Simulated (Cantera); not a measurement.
An adiabatic, constant-pressure homogeneous reactor starts with H2 : O2 : N2 = 1 : 0.769 : 2.89 (molar parts), equivalence ratio 0.65, at 1248 K and 2500000 Pa. Integrator tolerance rtol = 1e-08.

Cantera simulation using the H2/O2 subset of GRI-Mech 3.0, which has no nitrogen chemistry; the numbers are that mechanism's predictions, not measurements. The hydrogen kinetics of GRI-Mech 3.0 are dated; newer H2 mechanisms differ, most at raised pressure. The pressure lies above the range GRI-Mech 3.0 was tuned for (to about 10 atm).

**Question.** What does this change do: pressure from 2500000 Pa to 101000 Pa?

**Answer.** 
| quantity | before | after |
|---|---|---|
| time of steepest temperature rise | 57.3 µs | 35.7 µs |
| temperature at 0.400 s | 2681 K | 2576 K |
| equilibrium temperature | 2681 K | 2576 K |
| x(H2) at 0.400 s | 0.00251 (gas-phase equilibrium 0.00251) | 0.00754 (gas-phase equilibrium 0.00754) |
| x(O2) at 0.400 s | 0.0618 (gas-phase equilibrium 0.0618) | 0.0608 (gas-phase equilibrium 0.0608) |
| x(H) at 0.400 s | 0.000534 (gas-phase equilibrium 0.000534) | 0.00303 (gas-phase equilibrium 0.00303) |
| x(H2O2) at 0.400 s | 2.90e-6 (gas-phase equilibrium 2.90e-6) | 4.48e-7 (gas-phase equilibrium 4.48e-7) |
| x(HO2) at 0.400 s | 3.01e-5 (gas-phase equilibrium 3.01e-5) | 1.01e-5 (gas-phase equilibrium 1.01e-5) |

**Question.** What does this change do: pressure from 2500000 Pa to 1000000 Pa?

**Answer.** 
```json
[
 {"quantity": "time of steepest temperature rise", "before": "57.3 µs", "after": "11.7 µs"},
 {"quantity": "temperature at 0.400 s", "before": "2681 K", "after": "2658 K"},
 {"quantity": "equilibrium temperature", "before": "2681 K", "after": "2658 K"},
 {"quantity": "x(H2) at 0.400 s", "before": "0.00251 (gas-phase equilibrium 0.00251)", "after": "0.00358 (gas-phase equilibrium 0.00358)"},
 {"quantity": "x(O2) at 0.400 s", "before": "0.0618 (gas-phase equilibrium 0.0618)", "after": "0.0614 (gas-phase equilibrium 0.0614)"},
 {"quantity": "x(H) at 0.400 s", "before": "0.000534 (gas-phase equilibrium 0.000534)", "after": "0.000923 (gas-phase equilibrium 0.000923)"},
 {"quantity": "x(H2O2) at 0.400 s", "before": "2.90e-6 (gas-phase equilibrium 2.90e-6)", "after": "1.73e-6 (gas-phase equilibrium 1.73e-6)"},
 {"quantity": "x(HO2) at 0.400 s", "before": "3.01e-5 (gas-phase equilibrium 3.01e-5)", "after": "2.25e-5 (gas-phase equilibrium 2.25e-5)"}
]
```
